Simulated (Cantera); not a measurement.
A perfectly stirred reactor is fed with 9.71 % NO, 90.3 % N2, at 0.370 bar; it is held at 1598 K, and followed from long to short residence time.

Model: GRI-Mech 3.0 (53 species, 325 reactions), integrated in Cantera.

Predict: x(NO) at τ = 25.0 s; x(NO2) at τ = 25.0 s; x(N2O) at τ = 25.0 s; x(O2) at τ = 25.0 s; x(O) at τ = 25.0 s; x(NO) at τ = 27.0 ms; x(NO2) at τ = 27.0 ms; x(N2O) at τ = 27.0 ms; x(O2) at τ = 27.0 ms; x(O) at τ = 27.0 ms.


```json
{
  "x(NO) at τ = 25.0 s": "0.0920",
  "x(NO2) at τ = 25.0 s": "2.74e-5",
  "x(N2O) at τ = 25.0 s": "3.00e-6",
  "x(O2) at τ = 25.0 s": "0.00249",
  "x(O) at τ = 25.0 s": "1.34e-6",
  "x(NO) at τ = 27.0 ms": "0.0971",
  "x(NO2) at τ = 27.0 ms": "3.46e-6",
  "x(N2O) at τ = 27.0 ms": "1.54e-6",
  "x(O2) at τ = 27.0 ms": "2.59e-7",
  "x(O) at τ = 27.0 ms": "2.12e-7"
}
```
